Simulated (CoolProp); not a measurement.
Hexamethyldisiloxane (MM) at 392.47 K and 0.0359 MPa is throttled through a valve to 0.00574 MPa with no heat exchange. Each further row changes one setting.

Computed with CoolProp (reference Helmholtz-energy equation of state, Thol 2016).

```tsv
case	temperature change (K)	final density (kg/m³)
as stated	-0.6	0.287
outlet pressure 0.00172 MPa	-0.7	0.0858
outlet pressure 0.00746 MPa	-0.6	0.373
```
